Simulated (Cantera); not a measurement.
An isothermal, constant-pressure homogeneous reactor starts with NO : N₂ = 1 : 1.7 (molar parts), at 2075 K and 0.600 bar. Integrator tolerance rtol = 1e-08.

Detailed kinetics in Cantera: GRI-Mech 3.0 (53 species, 325 reactions).

```
quantity                                           before                                    after
----------------  ---------------------------------------  ---------------------------------------
x(NO) at 5.00 s   0.00992 (gas-phase equilibrium 0.00881)    0.0117 (gas-phase equilibrium 0.0107)
x(NO₂) at 5.00 s  1.09e-5 (gas-phase equilibrium 9.65e-6)  1.72e-5 (gas-phase equilibrium 1.57e-5)
x(N₂O) at 5.00 s  3.95e-7 (gas-phase equilibrium 3.87e-7)  4.34e-7 (gas-phase equilibrium 4.26e-7)
x(N₂) at 5.00 s       0.810 (gas-phase equilibrium 0.810)      0.665 (gas-phase equilibrium 0.665)
x(O₂) at 5.00 s       0.180 (gas-phase equilibrium 0.180)      0.322 (gas-phase equilibrium 0.323)
```

Q: Name the change that produced these shifts.
(A) pressure from 0.600 bar to 14.3 Torr
(B) N2 1.7 to 0.52 parts
(C) N2 1.7 to 4.8 parts
(D) temperature 2075 to 1698 K

A: B, N2 1.7 to 0.52 parts
